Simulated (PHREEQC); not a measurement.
Dissolve 0.028 mol Cu(NO3)2, 6.3e-05 mol HBF4 and 3.7e-05 mol FeCl3 per kg of water at 25 °C. It is in equilibrium with CO2 at log p = 0 (atm). Otherwise closed; pH follows from the charge balance.

Computed with PHREEQC (ion-association model, phreeqc.dat).

The ionic strength comes out as 0.0840 mol/kgw. What activity coefficients do FeF+2, CuHCO3+, FeF2+, CuCl+, FeOH+2 get?

FeF+2 0.40, CuHCO3+ 0.79, FeF2+ 0.79, CuCl+ 0.78, FeOH+2 0.40.

Precipitation was switched off in this run. Saturation is exceeded, for instance for Hematite (slow to form), Goethite (slow to form); the values hold only as long as no solid forms. Species that the database lacks are ignored. Real BF4- forms and hydrolyses slowly; the run takes it at equilibrium. Fluoro complexes past AlF4- and FeF3 are missing from the database.
